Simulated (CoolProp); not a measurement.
Octamethyltrisiloxane (MDM) at several states: density (kg/m³) from the reference equation and from simpler models built on Tc = 565.4 K, pc = 1.438 MPa, ω = 0.528; each cubic takes its own stable root.

The numbers come from the reference Helmholtz-energy equation of state, Thol 2017 in CoolProp.

| T (K) | p (MPa) | phase | reference | van der Waals | Redlich-Kwong | Soave-Redlich-Kwong | Peng-Robinson |
|---|---|---|---|---|---|---|---|
| 443.5 | 0.0157 | gas | 1.016 | 1.013 | 1.015 | 1.016 | 1.017 |
| 317.7 | 4.05 | liquid | 802.0 | 477.4 | 691.7 | 724.5 | 813.3 |
| 433.5 | 0.996 | liquid | 669.4 | 396.9 | 563.6 | 612.3 | 692.5 |
| 458.4 | 0.388 | liquid | 632.6 | 28.42 | 29.99 | 572.1 | 648.6 |
| 563.4 | 4.55 | liquid | 516.1 | 371.4 | 467.4 | 468.3 | 521.7 |
| 528.1 | 0.292 | gas | 17.40 | 17.02 | 17.28 | 17.40 | 17.56 |

At some of these states van der Waals, Redlich-Kwong gives the other phase, because its saturation line lies elsewhere.
